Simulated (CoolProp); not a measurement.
Vapour-liquid equilibrium of n-hexane (1) + o-xylene (2) at 0.0165 MPa; x and y are mole fractions of (1).

Values from CoolProp's multi-fluid Helmholtz-energy mixture model, Thol 2019 and Zhou 2012; pair parameters Bell 2016.

**Question.** Give the bubble temperature and the first vapour's composition at x = 0.15, 0.35, 0.65. Is there an azeotrope?

**Answer.** x = 0.15: 330.3 K, y = 0.750; x = 0.35: 313.8 K, y = 0.912; x = 0.65: 302.0 K, y = 0.972. No azeotrope shows between x = 0.05 and 0.95.

The pair parameters rest on a limited set of measurements; away from them the model extrapolates.
